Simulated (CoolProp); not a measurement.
Properties of ammonia along the isotherm 660.6 K.

Computed with CoolProp (reference Helmholtz-energy equation of state, Gao 2020).

```csv
p (MPa),phase,density (kg/m³),cp (kJ/(kg K)),isothermal compressibility (1/MPa),viscosity (µPa s),Prandtl number
4.73,gas,15.01,2.878,0.2162,24.2,0.890
9.47,gas,30.72,3.011,0.1102,24.6,0.907
14.2,supercritical,47.06,3.152,0.07479,25.0,0.922
18.9,supercritical,63.88,3.297,0.05692,25.6,0.937
23.7,supercritical,81.58,3.448,0.04575,26.4,0.950
28.4,supercritical,99.28,3.594,0.03823,27.2,0.961
33.1,supercritical,117.2,3.732,0.03264,28.1,0.970
37.9,supercritical,135.6,3.861,0.02815,29.1,0.976
42.6,supercritical,153.4,3.970,0.02455,30.1,0.978
47.3,supercritical,170.9,4.058,0.02151,31.2,0.976
52.1,supercritical,188.2,4.128,0.01885,32.3,0.971
56.8,supercritical,204.6,4.175,0.01660,33.4,0.962
```

Viscosity comes from a separate model (Fenghour 1995). Thermal conductivity comes from a separate model (Tufeu 1984).
